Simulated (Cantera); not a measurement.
Feed: 1 mol Cr₂O₃, 1200 mol H₂, held at 173 Torr.

Equilibrium computed with Cantera from the NASA thermochemical tables; the gas is ideal and each condensed phase is pure. Candidate condensed phases: Cr, Cr₂O₃, H₂O; 13 gas species. Mutual solubility and eutectic melting of coexisting phases are not modelled. The numbers say what is thermodynamically allowed, not how fast it happens.

log p: log10 of the partial pressure in bar; n: condensed amount in mol.

| T (°C) | log p H₂ | log p H | log p H₂O | log p Cr | n Cr(s) | n Cr₂O₃(s) |
|---|---|---|---|---|---|---|
| 700 | -0.64 | -9.29 | … | <-12 | 0.00432 | 0.998 |
| 900 | -0.64 | -7.25 | … | -10.02 | 0.0616 | 0.969 |
| 1100 | -0.64 | -5.80 | … | -7.49 | 0.396 | 0.802 |
| 1300 | -0.64 | -4.71 | … | -5.63 | 1.56 | 0.215 |
| 1500 | -0.64 | -3.87 | -3.24 | -4.20 | 1.67 | 0 |
| 1700 | -0.64 | -3.19 | -3.24 | -3.42 | 0 | 0 |
| 1900 | -0.64 | -2.64 | -3.24 | -3.42 | 0 | 0 |

Problem. Fill in the missing entries.

Solution. 
- 700, log p H₂O: -5.91
- 900, log p H₂O: -4.75
- 1100, log p H₂O: -3.94
- 1300, log p H₂O: -3.35
